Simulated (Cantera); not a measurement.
# N2O furnace oxynitridation

An isothermal, constant-pressure homogeneous reactor starts with 68.8 % N2O, 31.2 % O2, at 1525 K and 1600 Pa.

Computed with Cantera and GRI-Mech 3.0 (53 species, 325 reactions). GRI-Mech 3.0 was tuned for natural gas; its chemistry of N2O as a main component is partial and can be far from experiment. Radical loss at walls, strong at low pressure, is not modelled. The temperature is held fixed by assumption; the heat of reaction is taken as removed at once.

```
t (s)       x N2O   x O2      x N2     x NO2      x NO
--------  -------  -----  --------  --------  --------
0.000600    0.688  0.312  0.000377  2.97e-10   8.77e-5
0.00270     0.685  0.312   0.00191   9.94e-9  0.000545
0.0121      0.675  0.314   0.00873   1.95e-7   0.00259
0.0545      0.630  0.321    0.0378   2.30e-6    0.0113
0.245       0.468  0.347     0.143   1.29e-5    0.0427
1.10        0.142  0.398     0.353   3.79e-5     0.106
4.95      0.00171  0.421     0.445   7.42e-5     0.132
22.2      4.34e-6  0.422     0.446  0.000117     0.132
100       4.27e-6  0.422     0.447  0.000116     0.131
```
x: mole fraction; the columns are a selection and need not sum to one.

Equilibrium at this temperature and pressure: N2O 1.06e-8, O2 0.487, N2 0.511, NO2 1.62e-6, NO 0.00170 (gas phase only).
